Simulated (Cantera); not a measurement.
An isothermal, constant-pressure homogeneous reactor starts with 45.5 % CH₄, 54.5 % H₂O, at 1300 K and 90000 Pa.

Cantera simulation using GRI-Mech 3.0 (53 species, 325 reactions); the numbers are that mechanism's predictions, not measurements.

Problem. Predict: x(CH₄) at 300 s; x(H₂O) at 300 s; x(C₂H₂) at 300 s; x(OH) at 300 s.

Solution. 
```
Item                                                Result
----------------  ----------------------------------------
x(CH₄) at 300 s     0.234 (gas-phase equilibrium 0.000121)
x(H₂O) at 300 s       0.374 (gas-phase equilibrium 0.0404)
x(C₂H₂) at 300 s   0.0247 (gas-phase equilibrium 4.62e-10)
x(OH) at 300 s    1.05e-8 (gas-phase equilibrium 7.29e-10)
```
